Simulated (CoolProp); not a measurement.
Vapour-liquid equilibrium of cyclohexane (1) + p-xylene (2) at 4.05 bar; x and y are mole fractions of (1).

Values from CoolProp's multi-fluid Helmholtz-energy mixture model, Zhou 2014 and Zhou 2012; pair parameters Bell 2016.

```
x      bubble temperature, mixture model (K)  bubble temperature, Raoult's law (K)  y, mixture model  y, Raoult's law
-----  -------------------------------------  ------------------------------------  ----------------  ---------------
0.05                                   465.6                                 466.6             0.151            0.149
0.125                                  457.0                                 459.0               ___            0.329
0.2                                      ___                                 452.2             0.467            0.469
0.275                                  443.2                                 446.0               ___            0.579
0.35                                   437.7                                 440.5             0.653            0.667
0.425                                  432.9                                 435.5             0.719            0.737
0.5                                    428.6                                 430.9             0.773            0.795
0.575                                  424.8                                 426.7             0.819            0.843
0.65                                   421.4                                 422.9             0.859            0.882
0.725                                  418.2                                 419.3             0.894            0.916
0.8                                    415.3                                 416.0             0.925            0.944
0.875                                  412.5                                 412.9             0.955            0.968
0.95                                   409.9                                 410.0             0.982            0.988
```

**Question.** Complete the blanks.

**Answer.** 
- 0.125, y, mixture model: 0.331
- 0.2, bubble temperature, mixture model (K): 449.5
- 0.275, y, mixture model: 0.571

The largest gap from Raoult's law is -2.8 K in bubble temperature, at x = 0.35. No azeotrope shows between x = 0.05 and 0.95.

Pair parameters are fitted to limited data, so mixtures are less certain than the pure fluids.
